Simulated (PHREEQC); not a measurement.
# Copper plating or etch bath: an equilibrium model

Solution (25 °C): 0.089 mol/kgw CuSO4, 0.004 mol/kgw HBF4 and 0.0015 mol/kgw NaCl. Closed to the air; pH follows from the charge balance.

All values are PHREEQC results (ion-association model, phreeqc.dat), not measurements.

Each row changes one thing in this solution. No solid was allowed to form.

```json
[
 {"case": "as made", "pH": "2.77", "ionic strength (mol/kgw)": "0.191", "HF (mol/kgw)": "0.00280", "BF4- (mol/kgw)": "0.00247", "F- (mol/kgw)": "0.00163", "Na+ (mol/kgw)": "0.00140"},
 {"case": "diluted 10-fold with water", "pH": "3.22", "ionic strength (mol/kgw)": "0.0262", "HF (mol/kgw)": "0.000651", "BF4- (mol/kgw)": "5.19e-6", "F- (mol/kgw)": "0.000848", "Na+ (mol/kgw)": "0.000148"},
 {"case": "temperature from 25 to 35 °C", "pH": "2.82", "ionic strength (mol/kgw)": "0.189", "HF (mol/kgw)": "0.00320", "BF4- (mol/kgw)": "0.00231", "F- (mol/kgw)": "0.00174", "Na+ (mol/kgw)": "0.00140"},
 {"case": "diluted 2-fold with water", "pH": "2.90", "ionic strength (mol/kgw)": "[?]", "HF (mol/kgw)": "0.00214", "BF4- (mol/kgw)": "0.000850", "F- (mol/kgw)": "0.00155", "Na+ (mol/kgw)": "0.000717"},
 {"case": "CuSO4 left out", "pH": "2.46", "ionic strength (mol/kgw)": "0.00525", "HF (mol/kgw)": "0.00382", "BF4- (mol/kgw)": "0.00261", "F- (mol/kgw)": "0.000788", "Na+ (mol/kgw)": "0.00150"},
 {"case": "NaCl replaced by NaHCO3 at the same molality", "pH": "[?]", "ionic strength (mol/kgw)": "0.190", "HF (mol/kgw)": "0.00258", "BF4- (mol/kgw)": "0.00240", "F- (mol/kgw)": "0.00195", "Na+ (mol/kgw)": "0.00140"},
 {"case": "CuSO4 replaced by CdSO4 at the same molality", "pH": "[?]", "ionic strength (mol/kgw)": "[?]", "HF (mol/kgw)": "0.00296", "BF4- (mol/kgw)": "0.00253", "F- (mol/kgw)": "0.00148", "Na+ (mol/kgw)": "[?]"}
]
```

Problem. Some entries are withheld; supply them.

Solution. 
- diluted 2-fold with water, ionic strength (mol/kgw): 0.105
- NaCl replaced by NaHCO3 at the same molality, pH: 2.89
- CuSO4 replaced by CdSO4 at the same molality, pH: 2.71
- CuSO4 replaced by CdSO4 at the same molality, ionic strength (mol/kgw): 0.172
- CuSO4 replaced by CdSO4 at the same molality, Na+ (mol/kgw): 0.00143

Complexes and solids missing from the database can't appear. Real BF4- forms and hydrolyses slowly; the run takes it at equilibrium.
